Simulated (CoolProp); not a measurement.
The fluid at 344.49 K and 5.27 MPa is throttled through a valve to 1.36 MPa with no heat exchange. The same conditions are run with several fluids, on thermodynamics alone (safety and materials aside).

Model: reference Helmholtz-energy equation of state of each fluid (R1336mzz(E): Akasaka 2023; ammonia: Gao 2020; R143a: Lemmon and Jacobsen 2000; tetrahydrofuran: Fiedler 2023; n-perfluoropentane: Gao 2022), in CoolProp.

```json
[
 {"fluid": "R1336mzz(E)", "temperature change (K)": "-0.3", "final phase": "liquid", "final density (kg/m³)": "…"},
 {"fluid": "ammonia", "temperature change (K)": "-36.1", "final phase": "…", "final density (kg/m³)": "…"},
 {"fluid": "R143a", "temperature change (K)": "…", "final phase": "…", "final density (kg/m³)": "119"},
 {"fluid": "tetrahydrofuran", "temperature change (K)": "…", "final phase": "liquid", "final density (kg/m³)": "829"},
 {"fluid": "n-perfluoropentane", "temperature change (K)": "+0.3", "final phase": "liquid", "final density (kg/m³)": "1440"}
]
```

### Question
Complete the blanks.

### Answer

- R1336mzz(E), final density (kg/m³): 1170
- ammonia, final phase: two-phase, vapour fraction 0.164
- ammonia, final density (kg/m³): 58.8
- R143a, temperature change (K): -43.4
- R143a, final phase: two-phase, vapour fraction 0.493
- tetrahydrofuran, temperature change (K): +1.3
